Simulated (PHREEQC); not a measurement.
**Alkaline etch or developer (model solution)**

Consider water at 65 °C with 0.0013 mol NaOH and 0.0051 mol Na2SiO3 per kg of water. Closed to the air; pH follows from the charge balance.

Computed with PHREEQC (ion-association model, phreeqc.dat).

This is a speciation only: nothing precipitates in the calculation.

**Question.** What pH does the model give?

**Answer.** pH 10.66.

**Question.** In which forms is Si present?

**Answer.** H3SiO4- 93 %, H4SiO4 4.1 %, H2SiO4-2 3.1 % of the Si.

At this temperature some constants are extrapolated from 25 °C, and those without enthalpy data are left unchanged.
